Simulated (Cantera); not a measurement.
A closed system holds: 1 mol Si3N4, 0.55 mol C, 0.021 mol N2, equilibrated at 2727 °C.

These are equilibrium values from Cantera (NASA tables, ideal gas, pure condensed phases), not measurements of a reactor. Candidate condensed phases: C, Si, SiC, Si3N4; 20 gas species. Mutual solubility and eutectic melting of coexisting phases are not modelled. Rates play no part.

Problem. Which condensed phases are stable at each of these points (P (Pa)): 1, 4.60, 22, 100, 460, 2200, 10000, 46000, 220000, 1000000?

Solution. 
```json
[
 {"P (Pa)": "1", "condensed phases": "gas only", "Si condensed (%)": "0.0"},
 {"P (Pa)": "4.60", "condensed phases": "gas only", "Si condensed (%)": "0.0"},
 {"P (Pa)": "22", "condensed phases": "gas only", "Si condensed (%)": "0.0"},
 {"P (Pa)": "100", "condensed phases": "gas only", "Si condensed (%)": "0.0"},
 {"P (Pa)": "460", "condensed phases": "gas only", "Si condensed (%)": "0.0"},
 {"P (Pa)": "2200", "condensed phases": "gas only", "Si condensed (%)": "0.0"},
 {"P (Pa)": "10000", "condensed phases": "gas only", "Si condensed (%)": "0.0"},
 {"P (Pa)": "46000", "condensed phases": "Si(l)", "Si condensed (%)": "49.8"},
 {"P (Pa)": "220000", "condensed phases": "Si(l) + SiC(s)", "Si condensed (%)": "91.2"},
 {"P (Pa)": "1000000", "condensed phases": "Si(l) + SiC(s)", "Si condensed (%)": "98.0"}
]
```

From 1.00 Pa to 0.100 bar nothing is condensed. At 0.460 bar the condensed part is Si(l). From 2.20 bar to 10.0 bar the condensed part is Si(l) + SiC(s).
